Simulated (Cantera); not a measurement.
## Stirred combustor or abatement burner

A perfectly stirred reactor is fed with CH₄ : O₂ : N₂ = 1 : 4.26 : 16 (molar parts), equivalence ratio 0.47, at 4.93 atm; it is adiabatic with a 473 K inlet, and is followed from long to short residence time, starting on the burning branch (τ in s: 0.2, 0.089, 0.039, 0.017, 0.0074, 0.0032, 0.0014, 0.00061, 0.00026, 0.00012, 5e-05, 2.2e-05, 9.5e-06).

Model: GRI-Mech 3.0 (53 species, 325 reactions), integrated in Cantera.

```csv
τ (s),T (K),x CH₄,x O₂,x CH₂CO,x H₂O,x C₂H,x C₂H₆,x HCO
0.20,1561,1.06e-5,0.106,7.39e-9,0.0940,<1e-12,3.09e-9,1.40e-9
0.089,1559,1.90e-5,0.106,2.04e-8,0.0939,<1e-12,8.50e-9,3.10e-9
0.039,1558,3.45e-5,0.106,5.48e-8,0.0938,2.06e-12,2.30e-8,7.07e-9
0.017,1554,6.36e-5,0.107,1.45e-7,0.0937,4.91e-12,6.16e-8,1.64e-8
0.0074,1547,0.000122,0.107,3.89e-7,0.0935,1.08e-11,1.71e-7,3.87e-8
0.0032,1531,0.000259,0.108,1.21e-6,0.0930,2.19e-11,5.70e-7,9.40e-8
0.0014,473,0.0470,0.200,<1e-12,<1e-12,<1e-12,<1e-12,<1e-12
0.00061,473,0.0470,0.200,<1e-12,<1e-12,<1e-12,<1e-12,<1e-12
0.00026,473,0.0470,0.200,<1e-12,<1e-12,<1e-12,<1e-12,<1e-12
0.00012,473,0.0470,0.200,<1e-12,<1e-12,<1e-12,<1e-12,<1e-12
5.0e-5,473,0.0470,0.200,<1e-12,<1e-12,<1e-12,<1e-12,<1e-12
2.2e-5,473,0.0470,0.200,<1e-12,<1e-12,<1e-12,<1e-12,<1e-12
9.5e-6,473,0.0470,0.200,<1e-12,<1e-12,<1e-12,<1e-12,<1e-12
```
x: mole fraction; the columns are a selection and need not sum to one.
